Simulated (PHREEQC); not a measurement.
Consider water at 89 °C with 0.0038 mol NaOH, 0.00049 mol K2SiO3 and 0.00046 mol K2CO3 per kg of water. Closed to the air; pH follows from the charge balance.

Equilibrium calculation in PHREEQC: ion-association model, wateq4f.dat.

```json
[
 {"quantity": "pH", "before": "10.06", "after": "10.05"},
 {"quantity": "ionic strength (mol/kgw)", "before": "0.00576", "after": "0.00599"},
 {"quantity": "Na+ (mol/kgw)", "before": "0.00368", "after": "0.00383"},
 {"quantity": "CO3-2 (mol/kgw)", "before": "0.000178", "after": "0.000254"},
 {"quantity": "HCO3- (mol/kgw)", "before": "0.000161", "after": "0.000236"},
 {"quantity": "SI of Quartz (SiO2)", "before": "-1.09", "after": "-1.08"}
]
```

Name the change that produced these shifts.
(A) NaOH replaced by NaHCO3 at the same molality
(B) 0.00021 mol/kgw NaHCO3 added
(C) NaOH from 0.0038 to 0.019 mol/kgw
(D) diluted 5-fold with water

B, 0.00021 mol/kgw NaHCO3 added

This is a speciation only: nothing precipitates in the calculation. Away from 25 °C the constants follow the database's enthalpies or fits; those with neither stay at their 25 °C values.
